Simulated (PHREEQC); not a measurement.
0.73 g of hydrous ferric oxide (600 m²/g; 0.2 weak and 0.005 strong sites per Fe, Dzombak-Morel constants, diffuse double layer) in 1 kg of water with 0.001 mol/kgw of an inert sodium salt and 7.6e-05 mol NaF and 0.00051 mol CuSO4, at 25 °C; the pH is set by adding NaOH or the inert anion's acid. O2 is buffered at 0.21 atm. CO2 from the air is kept out. Precipitation was switched off in this run.

Base run: PHREEQC, ion-association model, wateq4f.dat. Each further column changes one thing. The table gives F sorbed (%).

| pH | base | no electrostatic term (-no_edl) | background salt from 0.001 to 0.0001 mol/kgw | oxide from 0.73 to 3.6 g/kgw | 0.00066 mol/kgw Na2HAsO4 added |
|---|---|---|---|---|---|
| 3 | 90.6 | 1.6 | 92.2 | 99.6 | 24.5 |
| 3.67 | 92.1 | 2.9 | 93.3 | 99.7 | 32.5 |
| 4.33 | 85.7 | 3.4 | 87.0 | 99.6 | 30.4 |
| 5.67 | 50.5 | 2.8 | 51.6 | 97.2 | 13.3 |
| 6.33 | 38.6 | 2.9 | [?] | 90.1 | 6.1 |
| 7 | 29.3 | 3.3 | [?] | 70.7 | 1.6 |
| 7.67 | 18.1 | 3.7 | 18.3 | 42.3 | 0.4 |
| 8.33 | 6.8 | 3.4 | 6.9 | 15.9 | 0.1 |
| 9.67 | 0.4 | 0.7 | 0.4 | [?] | 0.0 |
| 10.33 | 0.1 | 0.2 | 0.1 | [?] | 0.0 |
| 11 | 0.0 | 0.1 | 0.0 | 0.1 | 0.0 |

Question: Fill in the missing entries.

Answer: 
- 6.33, background salt from 0.001 to 0.0001 mol/kgw: 38.9
- 7, background salt from 0.001 to 0.0001 mol/kgw: 29.4
- 9.67, oxide from 0.73 to 3.6 g/kgw: 1.0
- 10.33, oxide from 0.73 to 3.6 g/kgw: 0.3

The database's constant for dissolved Cu(OH)2 is higher than later reviews accept. The oxide is taken as insoluble; below pH 4 it would dissolve. In at least one series the solution becomes supersaturated in solids that the run did not let form, among them Cu(OH)2, Brochantite. The database has no arsenate complexes of Cu.
